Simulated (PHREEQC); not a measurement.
Nickel, zinc or cadmium bath (model solution)

Solution (10 °C): 0.19 mol/kgw ZnCl2, 0.00025 mol/kgw H3BO3 and 0.00011 mol/kgw H2SO4. Closed to the air; pH follows from the charge balance.

Computed with PHREEQC (ion-association model, phreeqc.dat).

| Item | Value |
|---|---|
| pH | 3.77 |
| ionic strength | 0.525 mol/kgw |
| activity of water | 0.991 |
| density | 1.023 g/cm³ |
| total alkalinity | -0.220 meq/kg |

```tsv
species	molality	activity	log γ
Cl-	0.354	0.231	-0.185
Zn+2	0.169	0.0368	-0.661
ZnCl+	0.0175	0.0114	-0.185
ZnCl2	0.00230	0.00259	0.052
ZnCl3-	0.000937	0.000611	-0.185
ZnCl4-2	0.000286	6.25e-5	-0.661
H3BO3	0.000250	0.000282	0.052
H+	0.000221	0.000170	-0.115
ZnSO4	6.42e-5	7.24e-5	0.052
```

This is a speciation only: nothing precipitates in the calculation. Away from 25 °C the constants follow the database's enthalpies or fits; those with neither stay at their 25 °C values.
